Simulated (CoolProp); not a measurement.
Computed with CoolProp (reference Helmholtz-energy equation of state, Tillner-Roth 1997).

**Question.** For CH2F2 (R32), give the phase and the density (kg/m³), speed of sound (m/s), Joule-Thomson coefficient (K/MPa), viscosity (µPa s) at 161.85 °C and 1.45 MPa.

**Answer.** 
- 161.85 °C and 1.45 MPa: gas; density 21.8, speed of sound 279, Joule-Thomson coefficient 7.61, viscosity 19.3

Viscosity comes from a separate model (Bell 2016), an estimate that may be off by 10 % or more.
